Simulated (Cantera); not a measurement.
A perfectly stirred reactor is fed with 86.2 % N2O, 13.8 % O2, at 10.00 Torr; it is held at 1448 K, and followed from long to short residence time.

Computed with Cantera and GRI-Mech 3.0 (53 species, 325 reactions). GRI-Mech 3.0 was tuned for natural gas; its chemistry of N2O as a main component is partial and can be far from experiment. Radical loss at walls, strong at low pressure, is not modelled. The temperature is held fixed by assumption; the heat of reaction is taken as removed at once.

x: mole fraction; the columns are a selection and need not sum to one.

| τ (s) | x N2O | x O2 | x O | x NO | x N2 | x NO2 |
|---|---|---|---|---|---|---|
| 7.9 | 0.157 | 0.296 | 4.23e-5 | 0.108 | 0.438 | ? |
| 2.7 | 0.340 | 0.255 | 4.27e-5 | 0.0806 | 0.325 | ? |
| 0.90 | 0.570 | 0.203 | 4.28e-5 | 0.0452 | 0.182 | ? |
| 0.30 | 0.736 | 0.166 | 4.28e-5 | 0.0195 | 0.0782 | ? |
| 0.10 | 0.816 | 0.148 | 4.27e-5 | 0.00717 | 0.0289 | ? |
| 0.035 | 0.845 | 0.142 | 4.25e-5 | 0.00259 | 0.0105 | ? |
| 0.012 | 0.856 | 0.139 | 4.20e-5 | 0.000888 | 0.00361 | ? |
| 0.0040 | 0.860 | 0.138 | 4.03e-5 | 0.000286 | 0.00119 | ? |

Task: Some entries are withheld; supply them.

Result: 
- 7.9, x NO2: 3.00e-5
- 2.7, x NO2: 1.99e-5
- 0.90, x NO2: 9.40e-6
- 0.30, x NO2: 3.29e-6
- 0.10, x NO2: 8.96e-7
- 0.035, x NO2: 1.97e-7
- 0.012, x NO2: 3.14e-8
- 0.0040, x NO2: 3.80e-9
